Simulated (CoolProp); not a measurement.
Properties of cyclopropane along the isobar 0.567 MPa (Tc = 398.7 K, pc = 5.605 MPa, ω = 0.131).

Computed with CoolProp (reference Helmholtz-energy equation of state, Polt 1992). This equation is an older, rougher fit.

| T (K) | phase | density (kg/m³) | Joule-Thomson coefficient (K/MPa) |
|---|---|---|---|
| 303.2 | gas | 10.43 | 24.21 |
| 324.5 | gas | 9.530 | 18.58 |
| 345.7 | gas | 8.808 | 14.55 |
| 366.9 | gas | 8.206 | 11.59 |
| 388.1 | gas | 7.693 | 9.363 |
| 409.3 | gas | 7.249 | 7.664 |
| 430.6 | gas | 6.857 | 6.342 |
| 451.8 | gas | 6.510 | 5.308 |
| 473 | gas | 6.199 | 4.487 |
